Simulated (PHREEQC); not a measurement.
4.5 g of hydrous ferric oxide (600 m²/g; 0.2 weak and 0.005 strong sites per Fe, Dzombak-Morel constants, diffuse double layer) in 1 kg of water with 0.001 mol/kgw of an inert sodium salt, at 25 °C; the pH is set by adding NaOH or the inert anion's acid. Oxygen alone is held at its pressure in air (log pO2 = -0.68). No CO2 enters from the air. No solid was allowed to form.

Model: ion-association model, wateq4f.dat, run in PHREEQC.

```
pH     surface charge σ (C/m²)  surface potential ψ (mV)
-----  -----------------------  ------------------------
3                        0.304                       215
3.67                     0.209                       206
4.33                     0.123                       189
5.67                     0.031                       135
6.33                     0.014                       101
7                        0.006                        64
7.67                     0.002                        25
8.33                    -0.001                       -13
9.67                    -0.011                       -89
10.33                   -0.026                      -124
11                      -0.062                      -153
```

The oxide is taken as insoluble; below pH 4 it would dissolve.
